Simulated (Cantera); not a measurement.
Charge: 1 mol CH3SiH3, 1700 mol H2, equilibrated at 1.00 bar.

Equilibrium computed with Cantera from the NASA thermochemical tables; the gas is ideal and each condensed phase is pure. Candidate condensed phases: C, C6H6, C7H8, C8H18, Si, SiC; 87 gas species. The feed counts by its element totals alone. Gases not in the tables: Si2H6 and higher silanes. The numbers say what is thermodynamically allowed, not how fast it happens. All values below are at 1477 °C.

Base state: H2 1.000, H 0.000233, CH4 2.10e-5, SiH2 1.72e-5 (mole fractions); condensed: SiC(s).

What changes in the equilibrium state with this change: CH3SiH3 replaced by SiCl4?


```
species        before     after
-----------  --------  --------
H2              1.000     0.997
HCl                 0   0.00231
H            0.000233  0.000232
CH4           2.10e-5         0
SiH2          1.72e-5   2.08e-5
SiCl2               0   1.78e-5
SiC(s), mol     0.964         0
Si(l), mol          0     0.924
```
